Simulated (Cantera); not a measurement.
# Ignition delay

Mixture: 4.79 % C3H8, 20.0 % O2, 75.2 % N2, at 0.987 atm, adiabatic and at constant pressure. Ignition delay is the time to a rise of 400 K.

Cantera simulation using GRI-Mech 3.0 (53 species, 325 reactions); the numbers are that mechanism's predictions, not measurements. GRI-Mech 3.0 was tuned for natural gas; its chemistry of propane as a main component is partial and can be far from experiment.

```json
[
 {"T0 (K)": "1048", "delay (ms)": "190"},
 {"T0 (K)": "1148", "delay (ms)": "19.0"},
 {"T0 (K)": "1248", "delay (ms)": "2.49"},
 {"T0 (K)": "1348", "delay (ms)": "0.478"},
 {"T0 (K)": "1448", "delay (ms)": "0.135"},
 {"T0 (K)": "1548", "delay (ms)": "0.0526"},
 {"T0 (K)": "1648", "delay (ms)": "0.0263"},
 {"T0 (K)": "1748", "delay (ms)": "0.0156"},
 {"T0 (K)": "1848", "delay (ms)": "0.0104"}
]
```

| Item | Result |
|---|---|
| apparent activation energy between 1648 and 1848 K | 120 kJ/mol |
